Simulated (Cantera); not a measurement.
Input (Python, Cantera) and output of one run.

```python
import numpy as np
import cantera as ct

gas_names = [...]  # 113 gases of nasa_gas.yaml made of C, F, H, Si
cond_names = """
    C(gr) C6H6(L) C7H8(L) C8H18(L),n-octa Si(cr) Si(L) SiC(b)
""".split()


# ... load() reads the species with a 1 bar reference pressure and builds the phases ...
atoms = {
    'SiF4': {'Si': 1, 'F': 4},
    'CH4': {'C': 1, 'H': 4},
    'H2': {'H': 2},
    'C2H2': {'C': 2, 'H': 2},
}
top_T = {'C(gr)': 4500, 'SiC(b)': 3050}  # K; cautious upper limits of use, not melting points


# ... equilibrate(T, P, feed) seeds the gas with the atoms and calls Mixture.equilibrate('TP', solver="vcs", rtol=1e-11, max_steps=5000) ...
results = []
feed = {'SiF4': 1, 'CH4': 1.1, 'H2': 560, 'C2H2': 0.0052}  # mol
P = 28000  # Pa
for T in [923, 948, 973, 998, 1023, 1048, 1073, 1098, 1123, 1148, 1173, 1198, 1223, 1248]:
    mix = equilibrate(T, P, feed)
    results.append((T, P, feed, dict(zip(mix.species_names, mix.species_moles))))

top = {s: max(r[3][s] / sum(r[3][g] for g in gas_names) for r in results) for s in gas_names}
cols = sorted((s for s in top if top[s] > 1e-06), key=lambda s: -top[s])[:8]
seen = [c for c in cond_names if any(r[3].get(c, 0) > 1e-12 for r in results)]
print("log10 of partial pressures in bar; condensed amounts in mol")
print(f"{'T/K':>10s}" + "".join(f"{s[:9]:>10s}" for s in cols + seen))
for T, P, feed, n in results:
    ng = sum(n[g] for g in gas_names)
    print(f"{T:10.4g}" + "".join(f"{np.log10(max(n[s] / ng * P / 1e5, 1e-99)):10.3f}" for s in cols)
          + "".join(f"{n.get(c, 0):10.4g}" for c in seen))
```

Result:

```
log10 of partial pressures in bar; condensed amounts in mol
       T/K        H2       CH4      SiF4        HF     SiHF3      SiF3    SiH2F2    SiC(b)
       923    -0.554    -3.257    -3.310    -5.058    -5.068    -7.507    -7.084         0
       948    -0.554    -3.257    -3.312    -4.955    -4.968    -7.232    -6.889         0
       973    -0.554    -3.257    -3.315    -4.858    -4.874    -6.973    -6.704         0
       998    -0.555    -3.257    -3.318    -4.766    -4.786    -6.727    -6.530         0
      1023    -0.555    -3.257    -3.321    -4.678    -4.703    -6.494    -6.366         0
      1048    -0.555    -3.257    -3.325    -4.594    -4.625    -6.274    -6.211         0
      1073    -0.555    -3.257    -3.329    -4.514    -4.552    -6.065    -6.065         0
      1098    -0.555    -3.257    -3.335    -4.437    -4.484    -5.867    -5.927         0
      1123    -0.555    -3.257    -3.341    -4.363    -4.420    -5.680    -5.797         0
      1148    -0.555    -3.257    -3.348    -4.292    -4.361    -5.502    -5.675         0
      1173    -0.555    -3.259    -3.354    -4.190    -4.337    -5.366    -5.626  0.004677
      1198    -0.555    -3.263    -3.360    -4.069    -4.338    -5.259    -5.626   0.01454
      1223    -0.555    -3.268    -3.367    -3.953    -4.341    -5.157    -5.626   0.02693
      1248    -0.555    -3.274    -3.376    -3.844    -4.344    -5.061    -5.627   0.04226
```

Method: chemical equilibrium by Gibbs-energy minimisation in Cantera with the NASA 1993 tables (ideal gas, pure condensed phases). The tables' values for SiF3 are old estimates; treat these amounts as uncertain.
